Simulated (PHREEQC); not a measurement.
LiOH is added in steps, without added water, to 1 kg of water holding 47 mmol/kgw ZnSO4 and 0.18 mmol/kgw HCl, at 55 °C. O2 is buffered at 0.21 atm. No CO2 enters from the air. Precipitation was switched off in this run.

Base run: PHREEQC, ion-association model, wateq4f.dat. Each further column changes one thing. The table gives Zn+2 (mol/kgw).

```tsv
LiOH added (mol)	base	ZnSO4 replaced by ZnCl2 at the same molality	HCl from 0.00018 to 9e-05 mol/kgw
0	0.0241	0.0366	0.0241
0.02625	0.0116	0.0188	0.0116
0.04375	0.00667	0.0102	0.00665
0.07	0.00196	(withheld)	0.00194
0.09625	3.56e-5	(withheld)	3.47e-5
0.1138	1.40e-6	1.20e-6	1.39e-6
0.14	1.41e-7	(withheld)	1.40e-7
```

**Question.** Some entries are withheld; supply them.

**Answer.** 
- 0.07, ZnSO4 replaced by ZnCl2 at the same molality: 0.00231
- 0.09625, ZnSO4 replaced by ZnCl2 at the same molality: 2.84e-5
- 0.14, ZnSO4 replaced by ZnCl2 at the same molality: 1.24e-7

In at least one series the solution becomes supersaturated in solids that the run did not let form, among them Zn(OH)2-e, Zn4(OH)6SO4, Zn5(OH)8Cl2. Away from 25 °C the constants follow the database's enthalpies or fits; those with neither stay at their 25 °C values.
